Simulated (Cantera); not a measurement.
Gas mixture: 100 % CO, at 500000 Pa, frozen composition.

Cantera's kinetic-theory transport with the Lennard-Jones parameters of GRI-Mech 3.0, ideal gas; thermal conductivity in the mixture-averaged form.

One state of this run: ρ (kg/m³) = 1.68; cp (J/kg/K) = 1184; μ (µPa s) = 40.8; λ (mW/m/K) = 67.5; Pr = 0.715; D (cm²/s) NH3 = 0.394; D (cm²/s) O = 0.501; D (cm²/s) N2 = 0.326. D: mixture-averaged diffusion coefficient of that species in the mixture.

Q: Which value of T (K) does it belong to?
(A) 1000
(B) 600
(C) 1400
(D) 400

A: A, 1000
